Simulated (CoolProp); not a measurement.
Vapour-liquid equilibrium of R22 (1) + c-C4F8 (RC318) (2) at 512 kPa; x and y are mole fractions of (1).

Computed with CoolProp (multi-fluid Helmholtz-energy mixture model, Kamei 1995 and Platzer 1990; pair parameters Bell 2016). This equation is an older, rougher fit; its heat capacities, sound speeds and derivatives of the liquid may be far off and weren't checked against measurements.

```csv
x,bubble temperature (K),y at the bubble point,dew temperature at overall composition x (K),liquid density (mol/L)
0.05,312.3,0.102,313.5,7.380
0.125,307.4,0.279,311.8,7.778
0.2,301.4,0.453,309.8,8.218
0.275,295.2,0.595,307.6,8.684
0.35,289.6,0.699,305.1,9.162
0.425,285.3,0.768,302.4,9.647
0.5,282.0,0.814,299.5,10.14
0.575,279.8,0.846,296.1,10.66
0.65,278.2,0.869,292.4,11.21
0.725,277.0,0.888,288.1,11.81
0.8,276.0,0.907,283.1,12.49
0.875,275.1,0.930,277.8,13.26
0.95,274.4,0.965,274.6,14.13
```

No azeotrope shows between x = 0.05 and 0.95.

The pair parameters rest on a limited set of measurements; away from them the model extrapolates. The gap from Raoult's law changes sign with composition, which may be real or a fault of the pair parameters; it wasn't checked against measurements.
